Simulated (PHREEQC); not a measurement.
Make-up at 20 °C: 0.026 mol/kgw HCl, 0.084 mol/kgw AlCl3 and 0.0059 mol/kgw MgCl2. Closed to the air; pH follows from the charge balance.

Model: ion-association model, wateq4f.dat, run in PHREEQC.

Task: The ionic strength comes out as 0.548 mol/kgw. What activity coefficients do H+, Cl-, Al+3, Mg+2, AlOH+2 get?

Result: H+ 0.76, Cl- 0.64, Al+3 0.087, Mg+2 0.29, AlOH+2 0.22.

This is a speciation only: nothing precipitates in the calculation. Complexes and solids missing from the database can't appear.
